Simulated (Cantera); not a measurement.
Input (Python, Cantera):

```python
import numpy as np
import cantera as ct

gas = ct.Solution("h2o2.yaml")
gas.TPX = 475, 22000, {'H2': 1.3, 'O2': 0.455, 'N2': 1.71}
flame = ct.FreeFlame(gas, width=0.12)
flame.set_refine_criteria(ratio=3, slope=0.08, curve=0.16)
flame.transport_model = "mixture-averaged"
flame.solve(loglevel=0, auto=True)
z, T = flame.grid, flame.T
thick = (T[-1] - T[0]) / np.gradient(T, z).max()
show = ['H2', 'O2', 'O', 'H', 'HO2', 'OH']
print(f"laminar burning velocity  {flame.velocity[0] * 100:.3f} cm/s")
print(f"burnt temperature         {T[-1]:.1f} K")
print(f"thermal thickness         {thick * 1e3:.4f} mm")
print(f"grid points               {len(z)}")
z0 = z[flame.heat_release_rate.argmax()]
print(f"{'z/mm':>9s}{'T/K':>9s}{'u/(m/s)':>9s}" + "".join(f"{s:>11s}" for s in show))
rows = []
for k in (-3, -2, -1.5, -1, -0.5, -0.25, 0, 0.25, 0.5, 1, 2, 4, 8):
    zz = z0 + k * thick
    rows.append([k * thick, np.interp(zz, z, T), np.interp(zz, z, flame.velocity),
                 *(np.interp(zz, z, flame.X[gas.species_index(s)]) for s in show)])
    print(f"{rows[-1][0] * 1e3:9.3f}{rows[-1][1]:9.1f}{rows[-1][2]:9.3f}" + "".join(f"{x:11.3e}" for x in rows[-1][3:]))
```

Output:

```
laminar burning velocity  502.438 cm/s
burnt temperature         2363.9 K
thermal thickness         3.0223 mm
grid points               145
     z/mm      T/K  u/(m/s)         H2         O2          O          H        HO2         OH
   -9.067    475.0    5.024  3.752e-01  1.313e-01  6.354e-18  1.879e-18  1.187e-14  8.822e-20
   -6.045    475.0    5.024  3.752e-01  1.313e-01  4.114e-15  8.203e-15  1.290e-12  5.735e-17
   -4.533    475.0    5.024  3.752e-01  1.313e-01  5.896e-13  4.679e-12  2.053e-10  8.373e-15
   -3.022    475.0    5.024  3.752e-01  1.313e-01  1.969e-10  5.511e-09  6.374e-08  5.799e-12
   -1.511    482.8    5.098  3.737e-01  1.313e-01  4.388e-06  1.135e-04  9.824e-05  3.194e-05
   -0.756    673.6    6.994  3.455e-01  1.264e-01  1.873e-04  8.768e-03  6.392e-05  5.262e-04
    0.000   1116.6   11.229  2.098e-01  7.975e-02  5.603e-03  6.913e-02  2.114e-05  2.650e-03
    0.756   1399.0   13.912  1.047e-01  1.817e-02  8.333e-03  1.080e-01  4.548e-06  6.399e-03
    1.511   1510.8   14.920  9.619e-02  9.925e-03  7.669e-03  1.034e-01  2.256e-06  8.017e-03
    3.022   1637.8   16.035  1.013e-01  7.888e-03  6.984e-03  8.925e-02  1.569e-06  9.667e-03
    6.045   1777.5   17.222  1.073e-01  6.261e-03  5.853e-03  7.316e-02  1.106e-06  1.099e-02
   12.089   1925.6   18.444  1.124e-01  4.489e-03  4.353e-03  5.670e-02  7.329e-07  1.157e-02
   24.178   2064.9   19.559  1.164e-01  2.866e-03  2.833e-03  4.171e-02  4.702e-07  1.099e-02
```

Cantera simulation using the H2/O2 subset of GRI-Mech 3.0, which has no nitrogen chemistry; the numbers are that mechanism's predictions, not measurements. Burning velocities carry a grid error of a few per cent, more on coarse grids.
